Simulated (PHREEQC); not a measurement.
A column of 0.5 m (30 cells, dispersivity 0.025 m, 3600 s a shift, diffusion coefficient 3e-10 m²/s) holds 0.043 eq of the database's cation exchanger X per kg of pore water, first in equilibrium with 0.0005 mol/kgw ZnSO4, 0.0014 mol/kgw KCl and 1e-05 mol/kgw HCl. It is flushed with 0.031 mol/kgw CdCl2 and 1e-05 mol/kgw HCl, at 40 °C. Values are for the last cell. The system is closed to CO2. Precipitation was switched off in this run.

The series has 31 steps of pore volumes, from 0 to 4.017.

The numbers come from PHREEQC with the ion-association model, phreeqc.dat.

Q: After how many pore volumes does Cd at the outlet first reach half of its feed value?

A: By 1.5 pore volumes.

At this temperature some constants are extrapolated from 25 °C, and those without enthalpy data are left unchanged.
